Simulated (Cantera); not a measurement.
A closed system holds: 1 mol SiCl₄, 1.2 mol Cl₂, 9.8 mol H₂, equilibrated at 1650 K and 0.180 bar.

Equilibrium computed with Cantera from the NASA thermochemical tables; the gas is ideal and each condensed phase is pure. Candidate condensed phases: Si; 19 gas species. The tables' values for SiCl₃ are old estimates; treat these amounts as uncertain. Equilibrium is a limit: real reactors are often held back by kinetics, nucleation or transport.

Base state: H₂ 0.601, HCl 0.321, SiCl₂ 0.0608, SiCl₃ 0.0111, SiCl₄ 0.00444, SiHCl₃ 0.00140, H 0.000166, SiH₂Cl₂ 7.51e-5 (mole fractions); condensed: gas only.

### Question
What changes in the equilibrium state with this change: pressure from 0.180 bar to 0.110 bar?

### Answer
| species | before | after |
|---|---|---|
| H₂ | 0.601 | 0.597 |
| HCl | 0.321 | 0.325 |
| SiCl₂ | 0.0608 | 0.0643 |
| SiCl₃ | 0.0111 | 0.00933 |
| SiH₂Cl₂ | 7.51e-5 | 4.82e-5 |
| SiHCl₃ | 0.00140 | 0.000915 |

### Question
What changes in the equilibrium state with this change: temperature from 1650 K to 1048.15 K?

### Answer
```csv
species,before,after
H₂,0.601,0.714
HCl,0.321,0.203
SiCl₄,0.00444,0.0802
SiCl₂,0.0608,1.46e-5
SiCl₃,0.0111,0.000253
Cl,6.95e-5,4.01e-9
H,0.000166,1.54e-8
SiH₂Cl₂,7.51e-5,1.18e-5
```

### Question
What changes in the equilibrium state with this change: temperature from 1650 K to 823 K?

### Answer
| species | before | after |
|---|---|---|
| H₂ | 0.601 | 0.716 |
| HCl | 0.321 | 0.200 |
| SiCl₄ | 0.00444 | 0.0830 |
| SiCl₂ | 0.0608 | 1.27e-9 |
| SiCl₃ | 0.0111 | 1.08e-6 |
| H | 0.000166 | <1e-9 |
| Cl | 6.95e-5 | <1e-9 |
| SiH₂Cl₂ | 7.51e-5 | 1.30e-7 |
| SiHCl₃ | 0.00140 | 0.000358 |
